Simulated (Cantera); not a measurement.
A Cantera script and its output.

```python
import numpy as np
import cantera as ct

gas = ct.Solution("h2o2.yaml")


def delay(T, t_max=10):
    gas.TPX = T, 280000, {'H2': 1, 'O2': 0.685, 'N2': 2.58}
    reactor = ct.IdealGasReactor(gas, clone=False)
    net = ct.ReactorNet([reactor])
    net.rtol, net.atol = 1e-8, 1e-16
    while net.time < t_max:
        t_old, T_old = net.time, reactor.T
        net.step()
        if reactor.T > T + 400:  # ignition: a rise of 400 K
            return t_old + (T + 400 - T_old) / (reactor.T - T_old) * (net.time - t_old)
    return np.nan


taus = []
for T in [1175, 1225, 1275, 1325, 1375, 1425, 1475, 1525, 1575, 1625]:
    taus.append(delay(T))
    print(f"T0 = {T:6g} K   tau = {taus[-1]:.4e} s")

# d ln(tau) / d ln(k), from doubling and halving each rate constant
T, sens = 1375, []
for i in range(gas.n_reactions):
    gas.set_multiplier(2.0, i)
    up = delay(T)
    gas.set_multiplier(0.5, i)
    down = delay(T)
    gas.set_multiplier(1.0, i)
    sens.append((np.log(up / down) / np.log(4.0), gas.reaction(i).equation))
sens.sort(key=lambda x: -abs(x[0]))
print(f"sensitivities at {T} K")
for s, eq in sens[:10]:
    print(f"{s:8.3f}  {eq}")
```

Output:

```
T0 =   1175 K   tau = 2.3359e-05 s
T0 =   1225 K   tau = 1.5977e-05 s
T0 =   1275 K   tau = 1.1885e-05 s
T0 =   1325 K   tau = 9.3066e-06 s
T0 =   1375 K   tau = 7.5558e-06 s
T0 =   1425 K   tau = 6.3088e-06 s
T0 =   1475 K   tau = 5.3929e-06 s
T0 =   1525 K   tau = 4.7074e-06 s
T0 =   1575 K   tau = 4.1890e-06 s
T0 =   1625 K   tau = 3.7959e-06 s
sensitivities at 1375 K
  -0.671  H + O2 <=> O + OH
  -0.181  H2 + O <=> H + OH
  -0.101  H2 + OH <=> H + H2O
  -0.059  H + HO2 <=> H2 + O2
   0.032  H + O2 + N2 <=> HO2 + N2
  -0.024  H + O2 + H2O <=> HO2 + H2O
   0.021  H + O2 + M <=> HO2 + M
  -0.015  H + HO2 <=> 2 OH
   0.007  H + O2 + O2 <=> HO2 + O2
  -0.007  H + OH + M <=> H2O + M
```

Model: the H2/O2 subset of GRI-Mech 3.0, which has no nitrogen chemistry, integrated in Cantera. The hydrogen kinetics of GRI-Mech 3.0 are dated; newer H2 mechanisms differ, most at raised pressure. Where the delays flatten at high temperature, the 400 K rule measures the pace of heat release, not the induction time.
